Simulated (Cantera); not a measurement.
**Moist CO burnout**

An isothermal, constant-pressure homogeneous reactor starts with CO : O2 : H2O : N2 = 0.012 : 0.073 : 0.059 : 1 (molar parts), at 1225 K and 75.0 Torr.

Computed with Cantera and GRI-Mech 3.0 (53 species, 325 reactions).

```json
[
 {"t (s)": "5.00e-5", "x CO": "0.0105", "x O2": "0.0638", "x H2O": "0.0516", "x H2O2": "<1e-12", "x OH": "2.33e-11", "x O": "2.38e-10"},
 {"t (s)": "0.000264", "x CO": "0.0105", "x O2": "0.0638", "x H2O": "0.0516", "x H2O2": "<1e-12", "x OH": "3.38e-10", "x O": "1.17e-9"},
 {"t (s)": "0.00139", "x CO": "0.0105", "x O2": "0.0638", "x H2O": "0.0516", "x H2O2": "<1e-12", "x OH": "9.27e-9", "x O": "1.03e-8"},
 {"t (s)": "0.00734", "x CO": "0.0103", "x O2": "0.0637", "x H2O": "0.0515", "x H2O2": "1.38e-8", "x OH": "8.07e-5", "x O": "8.12e-5"},
 {"t (s)": "0.0387", "x CO": "0.000154", "x O2": "0.0588", "x H2O": "0.0515", "x H2O2": "1.39e-7", "x OH": "0.000315", "x O": "0.000216"},
 {"t (s)": "0.204", "x CO": "2.87e-6", "x O2": "0.0589", "x H2O": "0.0518", "x H2O2": "1.35e-8", "x OH": "5.30e-5", "x O": "5.98e-6"},
 {"t (s)": "1.08", "x CO": "1.03e-7", "x O2": "0.0589", "x H2O": "0.0518", "x H2O2": "1.63e-9", "x OH": "1.57e-5", "x O": "5.22e-7"},
 {"t (s)": "5.69", "x CO": "1.19e-8", "x O2": "0.0589", "x H2O": "0.0518", "x H2O2": "2.87e-10", "x OH": "6.23e-6", "x O": "8.27e-8"},
 {"t (s)": "30.0", "x CO": "4.43e-9", "x O2": "0.0589", "x H2O": "0.0518", "x H2O2": "1.22e-10", "x OH": "3.96e-6", "x O": "3.34e-8"}
]
```
x: mole fraction; the columns are a selection and need not sum to one.

Equilibrium at this temperature and pressure: CO 4.30e-9, O2 0.0588, H2O 0.0518, H2O2 1.19e-10, OH 3.90e-6, O 3.25e-8 (gas phase only).
